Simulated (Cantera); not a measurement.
Input (Python, Cantera):

```python
import numpy as np
import cantera as ct

gas = ct.Solution("gri30.yaml")
gas.TPX = 475, 930000, {'CH4': 1, 'H2': 0.14, 'O2': 2.07, 'N2': 7.78, 'H2O': 2.7}
inlet = ct.Reservoir(gas, clone=True)
gas.equilibrate("HP")  # start burning
reactor = ct.IdealGasConstPressureReactor(gas, energy="on", clone=False)
exhaust = ct.Reservoir(gas, clone=True)
tau = [0.079, 0.026, 0.0088, 0.003, 0.00099, 0.00033, 0.00011, 3.7e-05, 1.2e-05, 4.2e-06][0]
for a, b in ((inlet, reactor), (reactor, exhaust)):
    ct.MassFlowController(a, b, mdot=lambda t: reactor.mass / tau)
net = ct.ReactorNet([reactor])
show = ['CH4', 'H2', 'O2', 'O', 'HCN']

rows = []
print(f"{'tau/s':>10s}{'T/K':>9s}" + "".join(f"{s:>11s}" for s in show))
for tau in [0.079, 0.026, 0.0088, 0.003, 0.00099, 0.00033, 0.00011, 3.7e-05, 1.2e-05, 4.2e-06]:
    net.initial_time = 0.0
    net.advance(30 * tau)
    before = gas.X
    net.advance(40 * tau)
    drift = np.max(np.abs(gas.X - before) / (gas.X + 1e-9))
    rows.append([gas.T, *gas[show].X, drift])
    print(f"{tau:10.3e}{gas.T:9.1f}" + "".join(f"{x:11.3e}" for x in gas[show].X))
```

It prints:

```
     tau/s      T/K        CH4         H2         O2          O        HCN
 7.900e-02   2025.9  6.166e-06  1.768e-03  1.508e-03  1.343e-05  1.167e-07
 2.600e-02   2019.1  1.395e-05  2.244e-03  1.996e-03  1.887e-05  1.829e-07
 8.800e-03   2008.4  2.930e-05  2.973e-03  2.755e-03  2.852e-05  3.167e-07
 3.000e-03   1992.1  6.149e-05  4.014e-03  3.915e-03  4.422e-05  5.911e-07
 9.900e-04   1966.4  1.415e-04  5.503e-03  5.827e-03  6.724e-05  1.167e-06
 3.300e-04   1921.2  4.038e-04  7.584e-03  9.484e-03  8.552e-05  2.244e-06
 1.100e-04    475.0  7.305e-02  1.023e-02  1.512e-01  1.752e-29 -1.058e-21
 3.700e-05    475.0  7.305e-02  1.023e-02  1.512e-01  1.055e-29 -4.140e-24
 1.200e-05    475.0  7.305e-02  1.023e-02  1.512e-01  5.173e-30 -2.615e-25
 4.200e-06    475.0  7.305e-02  1.023e-02  1.512e-01  2.161e-30 -1.652e-26
```

Computed with Cantera and GRI-Mech 3.0 (53 species, 325 reactions).
